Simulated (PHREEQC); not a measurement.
PHREEQC input (Pitzer model, pitzer.dat):

```
SOLUTION 1
  temp 25
  units mol/kgw
  pH 7 charge
  Cl 0.7822
  Ca 0.0051
  Mg 0.069
  Sr 0.082
  K 0.03
  Na 0.44
END
USE solution 1
INCREMENTAL_REACTIONS false
REACTION 1
  H2O -1
  0 9.886 18.011 24.689 30.178 34.689 38.397 41.444
  43.949 46.007 47.699 49.089 50.232 51.172 51.944 52.578
  53.1 53.528 53.88 moles
EQUILIBRIUM_PHASES 1
  Bischofite 0 0
  Brucite 0 0
  Carnallite 0 0
  Halite 0 0
  Portlandite 0 0
  Sylvite 0 0
  MgCl2_4H2O 0 0
SELECTED_OUTPUT 1
  -reset false
  -pH true
  -pe true
  -ionic_strength true
  -water true
  -activities H2O
  -totals Ca Cl K Mg Na Sr
  -molalities H+ Na+ K+ Mg+2 Ca+2 Sr+2 Cl- OH- MgOH+
  -equilibrium_phases Bischofite Brucite Carnallite Halite Portlandite Sylvite MgCl2_4H2O
PRINT
  -reset false
END
```

Selected output (columns that matter, 19 of 19 rows; water left (kg) added in front):

```
water left (kg)	pH	mu	Ca	Cl	K	Mg	Na	Sr	m_H+	m_Na+	la_H2O	Carnallite	Halite	Sylvite
1	6.6776	0.9383	0.0051	0.7822	0.03	0.069	0.44	0.082	2.3914e-07	0.44	-0.010129	0	0	0
0.821894	6.6339	1.1416	0.0062052	0.9517	0.036501	0.083952	0.53535	0.09977	2.5127e-07	0.53535	-0.012456	0	0	0
0.675514	6.5813	1.389	0.0075498	1.1579	0.044411	0.10214	0.65136	0.12139	2.6538e-07	0.65136	-0.015374	0	0	0
0.555203	6.5169	1.69	0.0091858	1.4089	0.054034	0.12428	0.7925	0.14769	2.8241e-07	0.7925	-0.01906	0	0	0
0.456313	6.4371	2.0563	0.011177	1.7142	0.065744	0.15121	0.96425	0.1797	3.0387e-07	0.96425	-0.023763	0	0	0
0.375043	6.3373	2.5019	0.013598	2.0856	0.079991	0.18398	1.1732	0.21864	3.3213e-07	1.1732	-0.02983	0	0	0
0.30824	6.2118	3.0441	0.016546	2.5376	0.097327	0.22385	1.4275	0.26603	3.7089e-07	1.4275	-0.037758	0	0	0
0.253345	6.0537	3.7037	0.020131	3.0875	0.11842	0.27236	1.7368	0.32367	4.2594e-07	1.7368	-0.048253	0	0	0
0.208215	5.8552	4.5064	0.024494	3.7567	0.14408	0.33139	2.1132	0.39382	5.064e-07	2.1132	-0.062347	0	0	0
0.171138	5.608	5.4827	0.029801	4.5706	0.1753	0.40318	2.571	0.47915	6.2676e-07	2.571	-0.081516	0	0	0
0.140655	5.3028	6.6709	0.036259	5.5611	0.21329	0.49056	3.1282	0.58299	8.1119e-07	3.1282	-0.10794	0	0	0
0.115613	4.9535	8.0269	0.044113	6.6768	0.25949	0.59682	3.7169	0.70927	1.0857e-06	3.7169	-0.14191	0	0.010284	0
0.0950203	4.8491	8.4901	0.053673	6.8472	0.31572	0.72616	3.2459	0.86297	1.2573e-06	3.2459	-0.14817	0	0.13157	0
0.0780853	4.7218	9.0886	0.065313	7.0895	0.3842	0.88365	2.7072	1.0501	1.4756e-06	2.7072	-0.15738	0	0.22861	0
0.0641769	4.5592	9.8769	0.079468	7.4446	0.46746	1.0752	2.1124	1.2777	1.7658e-06	2.1124	-0.17147	0	0.30443	0
0.0527548	4.3413	10.94	0.096674	7.9806	0.56867	1.3079	1.494	1.5544	2.1773e-06	1.494	-0.19402	0	0.36118	0
0.0433504	4.0377	12.394	0.11765	8.7928	0.67475	1.5917	0.91629	1.8916	2.8094e-06	0.91629	-0.23119	0	0.40028	0.00074949
0.0356396	3.6516	14.084	0.1431	9.704	0.45034	1.9361	0.49375	2.3008	3.7227e-06	0.49375	-0.2836	0	0.4224	0.01395
0.0279894	3.2505	15.982	0.18221	10.838	0.29111	2.0327	0.25744	2.9297	4.9427e-06	0.25744	-0.3491	0.012105	0.43279	0.0097466
```
